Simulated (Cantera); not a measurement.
Cantera run:

```python
import numpy as np
import cantera as ct

gas_names = [...]  # 151 gases of nasa_gas.yaml made of C, H, N, O, Si
cond_names = """
    C(gr) C6H6(L) C7H8(L) C8H18(L),n-octa H2O(s) H2O(L) Si(cr) Si(L) SiC(b) SiO2(Lqz) SiO2(hqz) SiO2(L)
    Si2N2O(s) Si3N4(a)
""".split()


# ... load() reads the species with a 1 bar reference pressure and builds the phases ...
atoms = {
    'Si3N4': {'Si': 3, 'N': 4},
    'CO2': {'C': 1, 'O': 2},
    'H2': {'H': 2},
}
top_T = {'C(gr)': 4500, 'SiC(b)': 3050, 'Si2N2O(s)': 2100, 'Si3N4(a)': 2400}  # K; cautious upper limits of use, not melting points


# ... equilibrate(T, P, feed) seeds the gas with the atoms and calls Mixture.equilibrate('TP', solver="vcs", rtol=1e-11, max_steps=5000) ...
results = []
T = 1825  # K
P = 1333.22  # Pa
for m in [11, 17, 27, 43, 67, 110, 170, 260, 420, 660]:
    feed = {'Si3N4': 1, 'CO2': 1.3, 'H2': m}  # mol
    mix = equilibrate(T, P, feed)
    results.append((T, P, feed, dict(zip(mix.species_names, mix.species_moles))))

top = {s: max(r[3][s] / sum(r[3][g] for g in gas_names) for r in results) for s in gas_names}
cols = sorted((s for s in top if top[s] > 0.001), key=lambda s: -top[s])[:8]
seen = [c for c in cond_names if any(r[3].get(c, 0) > 1e-12 for r in results)]
print("log10 of partial pressures in bar; condensed amounts in mol")
print(f"{'n(H2)':>10s}" + "".join(f"{s[:9]:>10s}" for s in cols + seen))
for T, P, feed, n in results:
    ng = sum(n[g] for g in gas_names)
    print(f"{feed['H2']:10.4g}" + "".join(f"{np.log10(max(n[s] / ng * P / 1e5, 1e-99)):10.3f}" for s in cols)
          + "".join(f"{n.get(c, 0):10.4g}" for c in seen))
```

It prints:

```
log10 of partial pressures in bar; condensed amounts in mol
     n(H2)        H2       SiO        N2        CO         H    SiC(b)
        11    -2.029    -2.737    -2.768    -3.414    -4.370    0.8468
        17    -1.981    -2.879    -2.910    -3.555    -4.347    0.8457
        27    -1.945    -3.044    -3.075    -3.718    -4.329    0.8438
        43    -1.921    -3.223    -3.253    -3.894    -4.317    0.8409
        67    -1.906    -3.401    -3.430    -4.068    -4.309    0.8366
       110    -1.895    -3.606    -3.635    -4.266    -4.304    0.8292
       170    -1.888    -3.791    -3.818    -4.441    -4.300    0.8192
       260    -1.885    -3.974    -3.998    -4.610    -4.298    0.8046
       420    -1.882    -4.184    -4.204    -4.796    -4.297    0.7801
       660    -1.880    -4.385    -4.399    -4.965    -4.296    0.7455
```

These are equilibrium values from Cantera (NASA tables, ideal gas, pure condensed phases), not measurements of a reactor. Gases not in the tables: Si2H6 and higher silanes.
